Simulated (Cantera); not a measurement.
A closed system holds: 1 mol CaO, 3.8 mol Cl2, 0.5 mol N2, 2 mol HCl, equilibrated at 1823 K and 0.0280 bar.

Cantera equilibrium calculation (NASA polynomials, part measured and part estimated; ideal gas, pure solids and liquids). Candidate condensed phases: Ca, CaCl2, CaO, Ca(OH)2, H2O, NH4Cl; 36 gas species. Equilibrium is a limit: real reactors are often held back by kinetics, nucleation or transport.

Base state: Cl 0.503, HCl 0.219, CaCl2 0.110, Cl2 0.0573, N2 0.0548, O2 0.0542, NO 0.000601, H2O 0.000434 (mole fractions); condensed: gas only.

**Question.** What changes in the equilibrium state with this change: temperature from 1823 K to 1473.15 K?

**Answer.** 
```csv
species,before,after
Cl2,0.0573,0.339
HCl,0.219,0.302
Cl,0.503,0.169
CaCl2,0.110,0.0383
O2,0.0542,0.0752
N2,0.0548,0.0755
O,0.000210,4.58e-6
OH,9.09e-5,7.55e-6
NO,0.000601,0.000198
ClO,0.000342,0.000198
H2O,0.000434,0.000419
"CaCl2(l), mol",0,0.747
```
Condensed phases not in the tables: oxide chlorides.

**Question.** What changes in the equilibrium state with this change: pressure from 0.0280 bar to 2.30e-5 bar?

**Answer.** 
```
species    before     after
-------  --------  --------
Cl          0.503     0.596
HCl         0.219     0.187
CaCl2       0.110     0.103
Cl2        0.0573   6.62e-5
O2         0.0542    0.0435
N2         0.0548    0.0513
CaCl      7.88e-8   7.57e-5
H         2.23e-6   0.00195
H2        7.42e-7  0.000468
ClO      0.000342   1.04e-5
```
